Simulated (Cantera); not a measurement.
A freely propagating, adiabatic, planar premixed flame of CH₄ : C₂H₆ : C₃H₈ : O₂ : N₂ = 1 : 0.068 : 0.83 : 4.56 : 12.8 (molar parts), unburnt at 350 K and 9.87 atm; mixture-averaged transport, grid criteria slope 0.08 and curve 0.16, no radiation.

Model: GRI-Mech 3.0 (53 species, 325 reactions), integrated in Cantera. GRI-Mech 3.0 was tuned for natural gas; its chemistry of propane as a main component is partial and can be far from experiment. Burning velocities carry a grid error of a few per cent, more on coarse grids.

Problem. What does this change do: inlet temperature 350 to 373 K?

Solution. 
```
quantity                     before      after
------------------------  ---------  ---------
laminar burning velocity  27.8 cm/s  31.2 cm/s
thermal thickness         0.0641 mm  0.0617 mm
peak x(C₂H₂)                0.00494    0.00498
peak x(OH)                  0.00121    0.00132
```

Problem. What does this change do: C3H8 0.83 to 1.1 parts?

Solution. 
```csv
quantity,before,after
laminar burning velocity,27.8 cm/s,15.9 cm/s
thermal thickness,0.0641 mm,0.101 mm
peak x(C₂H₂),0.00494,0.0105
peak x(OH),0.00121,0.000159
```

Problem. What does this change do: CH4 1 to 0.77 parts?

Solution. 
```csv
quantity,before,after
laminar burning velocity,27.8 cm/s,39.3 cm/s
thermal thickness,0.0641 mm,0.0472 mm
peak x(C₂H₂),0.00494,0.00374
peak x(OH),0.00121,0.00385
```
